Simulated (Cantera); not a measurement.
Feed: 1 mol H₂S, 9.3 mol H₂, at 280 bar.

Equilibrium computed with Cantera from the NASA thermochemical tables; the gas is ideal and each condensed phase is pure. Candidate condensed phases: S; 7 gas species. The ideal-gas law is rough above about 30 bar. Gases not in the tables: S₃ to S₇. Kinetics and transport are ignored.

x: gas mole fraction; nothing condenses.

| T (K) | x H₂ | x H₂S | x SH | x H | x S₂ | x S |
|---|---|---|---|---|---|---|
| 1198 | 0.903 | 0.0971 | 9.72e-7 | 1.08e-8 | ___ | 8.63e-12 |
| 1398 | 0.903 | 0.0971 | 1.04e-5 | 2.69e-7 | ___ | 7.11e-10 |
| 1598 | 0.903 | 0.0970 | 6.12e-5 | 3.02e-6 | ___ | 1.95e-8 |
| 1798 | 0.903 | 0.0968 | 0.000242 | 2.00e-5 | ___ | 2.57e-7 |
| 1998 | 0.903 | 0.0961 | 0.000724 | 9.11e-5 | ___ | 2.01e-6 |
| 2198 | 0.903 | 0.0946 | 0.00175 | 0.000316 | ___ | 1.07e-5 |
| 2398 | 0.903 | 0.0919 | 0.00360 | 0.000895 | ___ | 4.26e-5 |
| 2598 | 0.902 | 0.0876 | 0.00646 | 0.00216 | ___ | 0.000134 |
| 2798 | 0.901 | 0.0817 | 0.0103 | 0.00461 | ___ | 0.000347 |
| 2998 | 0.898 | 0.0745 | 0.0151 | 0.00889 | ___ | 0.000770 |

Q: Complete the blanks.

A: 
- 1198, x S₂: 8.06e-8
- 1398, x S₂: 1.08e-6
- 1598, x S₂: 7.62e-6
- 1798, x S₂: 3.46e-5
- 1998, x S₂: 0.000115
- 2198, x S₂: 0.000300
- 2398, x S₂: 0.000645
- 2598, x S₂: 0.00118
- 2798, x S₂: 0.00187
- 2998, x S₂: 0.00263
